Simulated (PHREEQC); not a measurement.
Consider water at 55 °C with 13 mmol/kgw NaH2PO4, 0.74 mmol/kgw HNO3, 2.3 mmol/kgw H3AsO4 and 0.44 mmol/kgw KCl. Closed to the air; pH follows from the charge balance.

Computed with PHREEQC (ion-association model, wateq4f.dat).

Precipitation was switched off in this run.

### Question
Predict the pH, ionic strength.

### Answer
pH 3.07; ionic strength 0.0144 mol/kgw.

### Question
In which forms is As present?

### Answer
H2AsO4- 84 %, H3AsO4 16 % of the As.

H3PO4, which wateq4f.dat lacks, is added to it with the constant of phreeqc.dat. At this temperature some constants are extrapolated from 25 °C, and those without enthalpy data are left unchanged.
